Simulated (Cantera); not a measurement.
## Calcination and drying: Na2CO3 + H2O + O2 + C

Feed: 1 mol Na2CO3, 0.073 mol H2O, 0.041 mol O2, 0.11 mol C, equilibrated at 3.20 bar.

Equilibrium computed with Cantera from the NASA thermochemical tables; the gas is ideal and each condensed phase is pure. Candidate condensed phases: C, C6H6, C7H8, C8H18, H2O, Na, NaOH, NaO2, Na2CO3, Na2O, Na2O2; 117 gas species. Equilibrium is a limit: real reactors are often held back by kinetics, nucleation or transport.

| T (K) | x CO | x CO2 | x H2 | x H2O | x CH4 | n C(graphite) | n Na2CO3(s) | n Na2CO3(l) |
|---|---|---|---|---|---|---|---|---|
| 848 | 0.0754 | 0.415 | 0.163 | 0.291 | 0.0547 | 0.0394 | 1.00 | 0 |
| 898 | 0.141 | 0.374 | 0.206 | 0.235 | 0.0437 | 0.0330 | 1.00 | 0 |
| 948 | 0.235 | 0.310 | 0.244 | 0.178 | 0.0326 | 0.0233 | 1.00 | 0 |
| 998 | 0.350 | 0.232 | 0.271 | 0.124 | 0.0230 | 0.0100 | 1.00 | 0 |
| 1048 | 0.434 | 0.169 | 0.289 | 0.0950 | 0.0123 | 0 | 1.00 | 0 |
| 1098 | 0.450 | 0.152 | 0.294 | 0.0999 | 0.00394 | 0 | 1.00 | 0 |
| 1148 | 0.460 | 0.142 | 0.291 | 0.106 | 0.00125 | 0 | 0 | 1.000 |
| 1198 | 0.467 | 0.134 | 0.286 | 0.112 | 0.000424 | 0 | 0 | 1.000 |
| 1248 | 0.473 | 0.128 | 0.281 | 0.118 | 0.000155 | 0 | 0 | 1.000 |
| 1298 | 0.479 | 0.122 | 0.275 | 0.124 | 6.11e-5 | 0 | 0 | 1.000 |
| 1348 | 0.483 | 0.118 | 0.270 | 0.129 | 2.58e-5 | 0 | 0 | 1.000 |
| 1398 | 0.487 | 0.113 | 0.265 | 0.133 | 1.15e-5 | 0 | 0 | 1.000 |
x: gas mole fraction; n: condensed amount in mol.

From 848 K to 998 K the condensed part is C(graphite) + Na2CO3(s). From 1048 K to 1098 K the condensed part is Na2CO3(s). From 1148 K to 1398 K the condensed part is Na2CO3(l).
